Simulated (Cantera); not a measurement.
**CsCl + H2O + N2 (halide evaporation, hydrolysis and transport)**

Charge: 1 mol CsCl, 1.4 mol H2O, a varied amount of N2, equilibrated at 1023.15 K and 9.40 mbar.

Cantera equilibrium calculation (NASA polynomials, part measured and part estimated; ideal gas, pure solids and liquids). Candidate condensed phases: Cs, CsCl, CsOH, H2O, NH4Cl; 37 gas species. Kinetics and transport are ignored.

From 0.28 mol N2 to 1.9 mol N2 the condensed part is CsCl(l). From 2.6 mol N2 to 5 mol N2 nothing is condensed. The main Cs-bearing gas is CsCl throughout.

```csv
n(N2) (mol),x N2,x H2O,x CsCl,x Cs2Cl2,n CsCl(l)
0.28,0.137,0.685,0.119,0.0589,0.516
1.1,0.362,0.460,0.119,0.0589,0.280
1.9,0.473,0.349,0.119,0.0589,0.0495
2.6,0.546,0.294,0.110,0.0501,0
3.4,0.610,0.251,0.0985,0.0404,0
4.2,0.658,0.219,0.0897,0.0334,0
5,0.695,0.194,0.0824,0.0282,0
```
x: gas mole fraction; n: condensed amount in mol.
